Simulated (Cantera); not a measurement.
## Reactions in the system C-Cu-F

Source: NASA polynomial tables (part measured, part estimated), evaluated in Cantera. Values are per mole of reaction as written; species without (g) are pure solids or liquids, kept so even where they would boil at 1 bar. The tables' values for C₂F₄ are old estimates.

C₂F₄(g) + 2 Cu = 2 CuF₂ + 2 C

```csv
T (K),ΔH° (kJ),ΔS° (J/K),ΔG° (kJ),log10 K
1673,-271.5,-49.9,-188.0,5.87
1773,-265.9,-46.7,-183.1,5.40
1873,-260.4,-43.6,-178.6,4.98
1973,-254.8,-40.7,-174.4,4.62
2073,-249.2,-38.0,-170.5,4.30
2173,-243.6,-35.3,-166.8,4.01
2273,-238.0,-32.8,-163.4,3.76
2373,-232.4,-30.4,-160.2,3.53
2473,-226.8,-28.1,-157.3,3.32
```

C₂F₄(g) + 2 Cu = 2 C + 2 CuF₂(g)

```csv
T (K),ΔH° (kJ),ΔS° (J/K),ΔG° (kJ),log10 K
1673,67.8,125.2,-141.8,4.43
1773,64.9,123.6,-154.2,4.54
1873,62.1,122.1,-166.5,4.64
1973,59.4,120.6,-178.6,4.73
2073,56.7,119.3,-190.6,4.80
2173,54.1,118.1,-202.5,4.87
2273,51.5,116.9,-214.3,4.92
2373,49.0,115.9,-225.9,4.97
2473,46.6,114.9,-237.4,5.01
```
